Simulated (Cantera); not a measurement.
Adiabatic ignition

An adiabatic, constant-pressure homogeneous reactor starts with CH4 : O2 : N2 = 1 : 5.88 : 22.1 (molar parts), equivalence ratio 0.34, at 1725 K and 7500 Torr.

Model: GRI-Mech 3.0 (53 species, 325 reactions), integrated in Cantera.

```json
[
 {"t (s)": "1.00e-6", "T (K)": "1725", "x CH4": "0.0345", "x O2": "0.203", "x CH2": "4.37e-11", "x C2H2": "<1e-12", "x C2H": "<1e-12"},
 {"t (s)": "2.96e-6", "T (K)": "1725", "x CH4": "0.0344", "x O2": "0.203", "x CH2": "4.68e-10", "x C2H2": "4.92e-11", "x C2H": "<1e-12"},
 {"t (s)": "8.77e-6", "T (K)": "1726", "x CH4": "0.0339", "x O2": "0.203", "x CH2": "1.51e-8", "x C2H2": "1.50e-8", "x C2H": "<1e-12"},
 {"t (s)": "2.60e-5", "T (K)": "2210", "x CH4": "1.82e-10", "x O2": "0.137", "x CH2": "7.41e-10", "x C2H2": "1.85e-11", "x C2H": "<1e-12"},
 {"t (s)": "7.70e-5", "T (K)": "2419", "x CH4": "<1e-12", "x O2": "0.132", "x CH2": "<1e-12", "x C2H2": "<1e-12", "x C2H": "<1e-12"},
 {"t (s)": "0.000228", "T (K)": "2419", "x CH4": "<1e-12", "x O2": "0.132", "x CH2": "<1e-12", "x C2H2": "<1e-12", "x C2H": "<1e-12"},
 {"t (s)": "0.000675", "T (K)": "2417", "x CH4": "<1e-12", "x O2": "0.132", "x CH2": "<1e-12", "x C2H2": "<1e-12", "x C2H": "<1e-12"},
 {"t (s)": "0.00200", "T (K)": "2413", "x CH4": "<1e-12", "x O2": "0.131", "x CH2": "<1e-12", "x C2H2": "<1e-12", "x C2H": "<1e-12"},
 {"t (s)": "0.00592", "T (K)": "2405", "x CH4": "<1e-12", "x O2": "0.129", "x CH2": "<1e-12", "x C2H2": "<1e-12", "x C2H": "<1e-12"},
 {"t (s)": "0.0175", "T (K)": "2394", "x CH4": "<1e-12", "x O2": "0.126", "x CH2": "<1e-12", "x C2H2": "<1e-12", "x C2H": "<1e-12"},
 {"t (s)": "0.0520", "T (K)": "2390", "x CH4": "<1e-12", "x O2": "0.125", "x CH2": "<1e-12", "x C2H2": "<1e-12", "x C2H": "<1e-12"},
 {"t (s)": "0.154", "T (K)": "2390", "x CH4": "<1e-12", "x O2": "0.125", "x CH2": "<1e-12", "x C2H2": "<1e-12", "x C2H": "<1e-12"},
 {"t (s)": "0.456", "T (K)": "2390", "x CH4": "<1e-12", "x O2": "0.125", "x CH2": "<1e-12", "x C2H2": "<1e-12", "x C2H": "<1e-12"},
 {"t (s)": "1.35", "T (K)": "2390", "x CH4": "<1e-12", "x O2": "0.125", "x CH2": "<1e-12", "x C2H2": "<1e-12", "x C2H": "<1e-12"},
 {"t (s)": "4.00", "T (K)": "2390", "x CH4": "<1e-12", "x O2": "0.125", "x CH2": "<1e-12", "x C2H2": "<1e-12", "x C2H": "<1e-12"}
]
```
x: mole fraction; the columns are a selection and need not sum to one.

The time of steepest temperature rise is 24.0 µs and the temperature at 4.00 s is 2390 K. The equilibrium temperature is 2390 K and the x(CH4) at 4.00 s is <1e-12 (gas-phase equilibrium <1e-12). The x(O2) at 4.00 s comes out as 0.125 (gas-phase equilibrium 0.125) and the x(CH2) at 4.00 s is <1e-12 (gas-phase equilibrium <1e-12).
